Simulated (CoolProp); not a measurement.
Values from CoolProp's reference Helmholtz-energy equation of state, Lemmon 2016.

Problem. For R365MFC, give the phase and the density (kg/m³), cp (kJ/(kg K)), isothermal compressibility (1/MPa), expansivity (1/kK) at 385.3 K and 255 kPa; 440.5 K and 255 kPa; 450.6 K and 255 kPa.

Solution. 
- 385.3 K and 255 kPa: gas; density 12.5, cp 1.18, isothermal compressibility 4.16, expansivity 3.15
- 440.5 K and 255 kPa: gas; density 10.7, cp 1.25, isothermal compressibility 4.06, expansivity 2.53
- 450.6 K and 255 kPa: gas; density 10.4, cp 1.26, isothermal compressibility 4.05, expansivity 2.45
